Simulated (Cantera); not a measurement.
A closed system holds: 1 mol SiO2, 4.7 mol HBr, equilibrated at 75.0 Torr.

Equilibrium computed with Cantera from the NASA thermochemical tables; the gas is ideal and each condensed phase is pure. Candidate condensed phases: Br2, H2O, Si, SiO2; 28 gas species. The tables hold silica as quartz up to 1696 K and as liquid above; real silica turns to tridymite and cristobalite and melts near 1996 K. Rates play no part.

**Question.** Which condensed phases are stable at each of these points (T (K)): 798, 898, 998, 1098, 1198, 1298, 1398?

**Answer.** 
| T (K) | condensed phases | Si condensed (%) |
|---|---|---|
| 798 | SiO2(α-quartz) | 100.0 |
| 898 | SiO2(β-quartz) | 100.0 |
| 998 | SiO2(β-quartz) | 100.0 |
| 1098 | SiO2(β-quartz) | 100.0 |
| 1198 | SiO2(β-quartz) | 100.0 |
| 1298 | SiO2(β-quartz) | 100.0 |
| 1398 | SiO2(β-quartz) | 99.9 |

At 798 K the condensed part is SiO2(α-quartz). From 898 K to 1398 K the condensed part is SiO2(β-quartz).
